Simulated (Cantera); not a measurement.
A closed system holds: 1 mol CaCO3, 0.58 mol C, 0.012 mol H2, held at 19.0 Pa.

Cantera equilibrium calculation (NASA polynomials, part measured and part estimated; ideal gas, pure solids and liquids). Candidate condensed phases: C, C6H6, C7H8, C8H18, Ca, CaCO3, CaO, Ca(OH)2, H2O; 115 gas species. Rates play no part.

At 675 °C, list the 4 most abundant gas species with their mole fractions, and the condensed phases.

CO 0.730, CO2 0.263, H2 0.00629, H2O 0.00125. Condensed: CaO(s).
